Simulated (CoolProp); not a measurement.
Vapour-liquid equilibrium of R125 (1) + R152A (2) at 291 K; x and y are mole fractions of (1).

Computed with CoolProp (multi-fluid Helmholtz-energy mixture model, Lemmon 2005 and Outcalt 1996; pair parameters Bell 2016).

| x | bubble pressure, mixture model (MPa) | bubble pressure, Raoult's law (MPa) | y, mixture model | y, Raoult's law |
|---|---|---|---|---|
| 0.05 | 0.5129 | 0.5127 | [?] | 0.111 |
| 0.15 | 0.5753 | 0.5783 | [?] | 0.295 |
| 0.25 | 0.6350 | 0.6439 | 0.402 | 0.441 |
| 0.35 | [?] | 0.7096 | 0.515 | 0.560 |
| 0.45 | 0.7536 | 0.7752 | 0.614 | 0.660 |
| 0.55 | 0.8154 | 0.8408 | 0.703 | 0.743 |
| 0.65 | 0.8801 | 0.9064 | 0.782 | 0.815 |
| 0.75 | 0.9485 | 0.9721 | 0.854 | 0.877 |
| 0.85 | 1.021 | 1.038 | 0.918 | 0.931 |
| 0.95 | 1.097 | 1.103 | [?] | 0.978 |

**Question.** Complete the blanks.

**Answer.** 
- 0.05, y, mixture model: 0.102
- 0.15, y, mixture model: 0.269
- 0.35, bubble pressure, mixture model (MPa): 0.6939
- 0.95, y, mixture model: 0.974

The largest gap from Raoult's law is -3.0 % in bubble pressure, at x = 0.55. No azeotrope shows between x = 0.05 and 0.95.

Pair parameters are fitted to limited data, so mixtures are less certain than the pure fluids.
